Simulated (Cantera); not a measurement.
## Thermodynamics of silicon carbide growth, feed CH3SiCl3 + H2

Feed: 1 mol CH3SiCl3, a varied amount of H2, equilibrated at 1598 K and 0.133 bar.

Equilibrium computed with Cantera from the NASA thermochemical tables; the gas is ideal and each condensed phase is pure. Candidate condensed phases: C, C6H6, C7H8, C8H18, Si, SiC; 109 gas species. The feed counts by its element totals alone. The tables' values for SiCl3 are old estimates; treat these amounts as uncertain. The numbers say what is thermodynamically allowed, not how fast it happens.

```tsv
n(H2) (mol)	log p H2	log p HCl	log p SiCl2	log p SiCl3	log p SiCl4	log p SiHCl3	n C(graphite)	n SiC(s)
4.6	-1.08	-1.31	-2.98	-3.60	-3.84	-4.46	0.0835	0.916
6.4	-1.04	-1.39	-3.19	-3.92	-4.26	-4.75	0.0579	0.941
8.7	-1.00	-1.48	-3.40	-4.24	-4.69	-5.05	0.0404	0.958
12	-0.97	-1.58	-3.64	-4.60	-5.16	-5.39	0.0271	0.970
17	-0.95	-1.71	-3.91	-5.00	-5.70	-5.78	0.0164	0.979
23	-0.93	-1.82	-4.15	-5.36	-6.18	-6.14	0.00917	0.985
31	-0.92	-1.93	-4.39	-5.73	-6.67	-6.50	0.00300	0.989
43	-0.90	-2.06	-4.59	-6.07	-7.14	-6.83	0	0.991
59	-0.90	-2.19	-4.73	-6.33	-7.55	-7.09	0	0.991
81	-0.89	-2.32	-4.87	-6.60	-7.95	-7.36	0	0.991
```
log p: log10 of the partial pressure in bar; n: condensed amount in mol.

From 4.6 mol H2 to 31 mol H2 the condensed part is C(graphite) + SiC(s). From 43 mol H2 to 81 mol H2 the condensed part is SiC(s). The main Si-bearing gas is SiCl2 throughout.
